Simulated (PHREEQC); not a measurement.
0.15 g of hydrous ferric oxide (600 m²/g; 0.2 weak and 0.005 strong sites per Fe, Dzombak-Morel constants, diffuse double layer) in 1 kg of water with 0.01 mol/kgw of an inert sodium salt, at 25 °C; the pH is set by adding NaOH or the inert anion's acid. Oxygen alone is held at its pressure in air (log pO2 = -0.68). The system is closed to CO2. Precipitation was switched off in this run.

Computed with PHREEQC (ion-association model, wateq4f.dat).

```csv
pH,surface charge σ (C/m²),surface potential ψ (mV)
3,0.325,203
3.75,0.246,191
4.5,0.160,170
4.88,0.124,157
5.62,0.069,127
6.38,0.034,92
7.12,0.015,54
7.5,0.008,34
8.25,-0.002,-8
9,-0.013,-49
```

Species that the database lacks are ignored. The oxide is taken as insoluble; below pH 4 it would dissolve.
